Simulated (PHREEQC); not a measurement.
Dissolve 21 mmol/kgw Cu(NO3)2, 130 mmol/kgw HNO3 and 0.13 mmol/kgw FeCl3 at 82 °C. Closed to the air; pH follows from the charge balance.

All values are PHREEQC results (ion-association model, wateq4f.dat), not measurements.

Each row changes one thing in this solution. This is a speciation only: nothing precipitates in the calculation.

```csv
case,pH,Cl- (mol/kgw),CuCl+ (mol/kgw),CuCl2 (mol/kgw),CuOH+ (mol/kgw),Cu2(OH)2+2 (mol/kgw),SI of Tenorite (CuO),SI of Cu(OH)2 (Cu(OH)2)
as made,0.99,0.000332,5.65e-5,7.72e-9,8.66e-10,6.77e-11,-6.05,-7.08
FeCl3 replaced by AlCl3 at the same molality,0.99,0.000333,5.67e-5,7.77e-9,8.66e-10,6.78e-11,-6.05,-7.08
Cu(NO3)2 from 0.021 to 0.0189 mol/kgw,0.99,0.000337,5.21e-5,7.28e-9,7.83e-10,5.54e-11,-6.10,-7.12
diluted 2-fold with water,1.28,0.000176,1.87e-5,1.62e-9,9.68e-10,7.99e-11,-5.69,-6.71
FeCl3 from 0.00013 to 0.0013 mol/kgw,0.99,0.00326,0.000537,7.14e-7,8.40e-10,6.38e-11,-6.07,-7.09
```

Complexes and solids missing from the database can't appear. Some of these states are supersaturated (in Hematite (slow to form), Goethite (slow to form), for instance). Constants without temperature data keep their 25 °C values here.
